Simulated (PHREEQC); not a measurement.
0.45 g of hydrous ferric oxide (600 m²/g; 0.2 weak and 0.005 strong sites per Fe, Dzombak-Morel constants, diffuse double layer) in 1 kg of water with 0.05 mol/kgw of an inert sodium salt and 3.1e-06 mol/kgw CuSO4, at 25 °C; the pH is set by adding NaOH or the inert anion's acid. Oxygen is held at 0.21 atm. CO2 from the air is kept out. Precipitation was switched off in this run.

The series has 13 steps of pH, from 4 to 12.

Equilibrium calculation in PHREEQC: ion-association model, wateq4f.dat.

Question: Near which pH is half of the S sorbed, and on which side is more sorbed?

Answer: Near pH 6.5, with more sorbed at lower pH.

Question: Near which pH is half of the Cu sorbed, and on which side is more sorbed?

Answer: Near pH 4.8, with more sorbed at higher pH.

The database's constant for dissolved Cu(OH)2 is higher than later reviews accept.
